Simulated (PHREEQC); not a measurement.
Make-up at 25 °C: 0.02 mol NH4Cl, 0.41 mol NH3 and 0.27 mol LiCl per kg of water. Closed to the air; pH follows from the charge balance.

Model: ion-association model, wateq4f.dat, run in PHREEQC.

Each row changes one thing in this solution. Precipitation was switched off in this run.

| case | pH | ionic strength (mol/kgw) | NH3 (mol/kgw) | NH4+ (mol/kgw) |
|---|---|---|---|---|
| as made | 10.68 | 0.291 | 0.409 | 0.0207 |
| diluted 2-fold with water | 10.65 | 0.146 | 0.204 | 0.0106 |
| NH4Cl from 0.02 to 0.002 mol/kgw | 11.30 | 0.275 | 0.407 | 0.00488 |
| diluted 5-fold with water | 10.59 | 0.0585 | 0.0815 | 0.00449 |
| temperature from 25 to 70 °C | 9.49 | 0.291 | 0.409 | 0.0207 |
| LiCl left out | 10.61 | 0.0205 | 0.409 | 0.0205 |
| NH4Cl left out | 11.41 | 0.274 | 0.406 | 0.00374 |

Complexes and solids missing from the database can't appear. Constants without temperature data keep their 25 °C values here.
